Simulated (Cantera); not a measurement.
A freely propagating, adiabatic, planar premixed flame of 12.8 % CH4, 18.3 % O2, 68.8 % N2, equivalence ratio 1.4, unburnt at 575 K and 3.40 bar; mixture-averaged transport, grid criteria slope 0.08 and curve 0.16, no radiation.

Model: GRI-Mech 3.0 (53 species, 325 reactions), integrated in Cantera. Burning velocities carry a grid error of a few per cent, more on coarse grids.

Task: Predict: laminar burning velocity; thermal thickness; peak x(CH2O); peak x(CO); peak x(C2H2); peak x(C2H4).

Result: 
| Property | Result |
|---|---|
| laminar burning velocity | 37.1 cm/s |
| thermal thickness | 0.250 mm |
| peak x(CH2O) | 0.00122 |
| peak x(CO) | 0.0769 |
| peak x(C2H2) | 0.00230 |
| peak x(C2H4) | 0.00205 |
